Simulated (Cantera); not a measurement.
A freely propagating, adiabatic, planar premixed flame of C3H8 : O2 : N2 = 1 : 3.57 : 13.4 (molar parts), equivalence ratio 1.4, unburnt at 400 K and 760 Torr; mixture-averaged transport, grid criteria slope 0.08 and curve 0.16, no radiation.

Cantera simulation using GRI-Mech 3.0 (53 species, 325 reactions); the numbers are that mechanism's predictions, not measurements. GRI-Mech 3.0 was tuned for natural gas; its chemistry of propane as a main component is partial and can be far from experiment. Burning velocities carry a grid error of a few per cent, more on coarse grids.

Q: Predict: laminar burning velocity; thermal thickness; peak x(CH2CO); peak x(HCO); peak x(CH2).

A: 
```
Property                     Result
------------------------  ---------
laminar burning velocity  52.4 cm/s
thermal thickness          0.375 mm
peak x(CH2CO)               0.00164
peak x(HCO)                 5.64e-5
peak x(CH2)                 8.36e-5
```
